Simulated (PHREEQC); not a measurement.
Consider water at 20 °C with 6.5 mmol/kgw CuSO4, 51 mmol/kgw H2SO4 and 11 mmol/kgw NaCl. Closed to the air; pH follows from the charge balance.

All values are PHREEQC results (ion-association model, phreeqc.dat), not measurements.

Each row changes one thing in this solution. This is a speciation only: nothing precipitates in the calculation.

```
case                                            pH  ionic strength (mol/kgw)  HSO4- (mol/kgw)  SO4-2 (mol/kgw)  NaSO4- (mol/kgw)  SI of Halite (NaCl)
--------------------------------------------  ----  ------------------------  ---------------  ---------------  ----------------  -------------------
as made                                       1.28                     0.105           0.0378           0.0173          0.000329                -5.72
CuSO4 left out                                1.26                         ?           0.0356           0.0151          0.000301                -5.71
CuSO4 from 0.0065 to 0.065 mol/kgw            1.40                         ?           0.0515           0.0382          0.000557                    ?
CuSO4 replaced by ZnSO4 at the same molality  1.27                     0.105           0.0375           0.0170          0.000324                -5.72
NaCl from 0.011 to 0.0165 mol/kgw             1.28                     0.111           0.0376           0.0174          0.000488                    ?
temperature from 20 to 5 °C                   1.26                     0.111           0.0347           0.0202          0.000348                -5.71
```

Task: Fill in the missing entries.

Result: 
- CuSO4 left out, ionic strength (mol/kgw): 0.0922
- CuSO4 from 0.0065 to 0.065 mol/kgw, ionic strength (mol/kgw): 0.216
- CuSO4 from 0.0065 to 0.065 mol/kgw, SI of Halite (NaCl): -5.79
- NaCl from 0.011 to 0.0165 mol/kgw, SI of Halite (NaCl): -5.37

At this temperature some constants are extrapolated from 25 °C, and those without enthalpy data are left unchanged.
